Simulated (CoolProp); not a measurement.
trans-2-butene along the isotherm 248.2 K: density (kg/m³) from the reference equation and from simpler models built on Tc = 428.6 K, pc = 4019 kPa, ω = 0.210; each cubic takes its own stable root.

Computed with CoolProp (reference Helmholtz-energy equation of state, Lemmon 2005). It is a short technical equation, of lower accuracy than the large ones.

```csv
p (kPa),phase,reference,Redlich-Kwong,Soave-Redlich-Kwong
1670,liquid,656.3,(withheld),598.2
3350,liquid,(withheld),588.6,(withheld)
5020,liquid,659.5,590.9,602.1
6700,liquid,661.1,593.2,604.0
8370,liquid,662.6,595.4,605.8
10000,liquid,664.0,(withheld),607.5
11700,liquid,665.5,599.4,609.2
13400,liquid,667.0,601.3,610.8
15100,liquid,(withheld),603.2,612.4
16700,liquid,669.7,604.9,613.8
18400,liquid,(withheld),606.7,615.3
20100,liquid,672.4,608.3,616.7
```

Task: Fill in the missing entries.

Result: 
- 1670, Redlich-Kwong: 586.1
- 3350, reference: 657.9
- 3350, Soave-Redlich-Kwong: 600.2
- 10000, Redlich-Kwong: 597.4
- 15100, reference: 668.4
- 18400, reference: 671.1
